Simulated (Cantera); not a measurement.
An adiabatic, constant-volume homogeneous reactor starts with C3H8 : O2 : N2 = 1 : 12.2 : 45.9 (molar parts), equivalence ratio 0.41, at 1298 K and 101000 Pa.

Computed with Cantera and GRI-Mech 3.0 (53 species, 325 reactions). GRI-Mech 3.0 was tuned for natural gas; its chemistry of propane as a main component is partial and can be far from experiment.

One state of this run: T (K) = 2363; P (bar) = 1.88; x C3H8 = <1e-12; x O2 = 0.114; x CH4 = <1e-12; x CH2CO = <1e-12; x HCO = 1.16e-10; x C2H4 = <1e-12; x NO2 = 9.67e-6. x: mole fraction; the columns are a selection and need not sum to one.

**Question.** Which value of t (s) does it belong to?
A. 0.000731
B. 0.0382
C. 3.74e-6
D. 1.00e-6

**Answer.** B, 0.0382
